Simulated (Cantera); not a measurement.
Charge: 1 mol S, 0.042 mol H₂O, 8.3 mol O₂, equilibrated at 3475 K and 10.0 mbar.

Equilibrium computed with Cantera from the NASA thermochemical tables; the gas is ideal and each condensed phase is pure. Candidate condensed phases: H₂O, H₂SO₄, S; 19 gas species. Rates play no part.

Base state: O 0.898, S 0.0443, O₂ 0.0377, SO 0.0143, H 0.00476, SO₂ 0.000848, OH 0.000235, S₂ 2.77e-5 (mole fractions); condensed: gas only.

What changes in the equilibrium state with this change: H₂O from 0.042 to 2.2 mol?


```
species    before    after
-------  --------  -------
O           0.898    0.742
H         0.00476    0.180
S          0.0443   0.0336
O₂         0.0377   0.0258
SO         0.0143  0.00897
H₂        7.27e-7  0.00104
H₂O       7.91e-8  9.39e-5
OH       0.000235  0.00736
```

What changes in the equilibrium state with this change: H₂O from 0.042 to 5.7 mol?


```tsv
species	before	after
O	0.898	0.615
H	0.00476	0.323
S	0.0443	0.0243
OH	0.000235	0.0109
SO	0.0143	0.00536
O₂	0.0377	0.0177
H₂	7.27e-7	0.00335
H₂O	7.91e-8	0.000250
SH	2.07e-6	7.71e-5
SO₂	0.000848	0.000218
```
